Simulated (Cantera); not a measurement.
Charge: 1 mol SiHCl3, 0.32 mol NH3, 25 mol N2, held at 0.00440 bar.

Cantera equilibrium calculation (NASA polynomials, part measured and part estimated; ideal gas, pure solids and liquids). Candidate condensed phases: NH4Cl, Si, Si3N4; 28 gas species. The tables' values for SiCl3 are old estimates; treat these amounts as uncertain. Kinetics and transport are ignored. All values below are at 1175 °C.

Base state: N2 0.912, HCl 0.0522, SiCl2 0.0221, H2 0.00970, SiCl3 0.00273, SiCl4 0.00124, Cl 5.99e-5, SiHCl3 1.98e-5 (mole fractions); condensed: Si3N4(s).

Problem. What changes in the equilibrium state with this change: pressure from 0.00440 bar to 0.0133 bar?

Solution. 
| species | before | after |
|---|---|---|
| N2 | 0.912 | 0.914 |
| HCl | 0.0522 | 0.0559 |
| SiCl2 | 0.0221 | 0.0146 |
| SiCl4 | 0.00124 | 0.00346 |
| SiHCl3 | 1.98e-5 | 4.25e-5 |
| H | 1.37e-5 | 7.15e-6 |
| Si3N4(s), mol | 0.0955 | 0.135 |
